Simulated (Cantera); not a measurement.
Input: 1 mol CuO, 39 mol HF, 0.097 mol O2, held at 100 Torr.

Method: chemical equilibrium by Gibbs-energy minimisation in Cantera with the NASA 1993 tables (ideal gas, pure condensed phases). Candidate condensed phases: Cu, CuF2, CuO, Cu(OH)2, Cu2O, H2O; 27 gas species. Kinetics and transport are ignored.

x: gas mole fraction; n: condensed amount in mol.

```csv
T (°C),x HF,x H2O,x CuF,x O2,x Cu,x CuF2,x OH,n CuF2(s),n CuO(s),n Cu2O(s)
427,0.971,0.0262,<1e-12,0.00255,<1e-12,1.49e-10,(withheld),1.00,0,0
627,0.995,0.00225,1.83e-7,0.00249,<1e-12,3.00e-6,(withheld),0.0878,0.912,0
827,0.990,0.000714,0.000192,0.00867,1.94e-10,0.000617,(withheld),0,0,0.484
1027,0.984,0.00277,0.00353,0.00855,2.08e-7,0.00101,(withheld),0,0,0.411
1227,0.956,0.0119,0.0222,0.00852,3.36e-5,0.000832,(withheld),0,0,0.0413
1427,0.954,0.0125,0.0245,0.00866,0.000254,0.000341,(withheld),0,0,0
1627,0.954,0.0119,0.0238,0.00882,0.00108,0.000160,(withheld),0,0,0
```

Problem. Some entries are withheld; supply them.

Solution. 
- 427, x OH: 7.56e-12
- 627, x OH: 1.08e-9
- 827, x OH: 4.28e-8
- 1027, x OH: 1.30e-6
- 1227, x OH: 2.01e-5
- 1427, x OH: 9.60e-5
- 1627, x OH: 0.000316
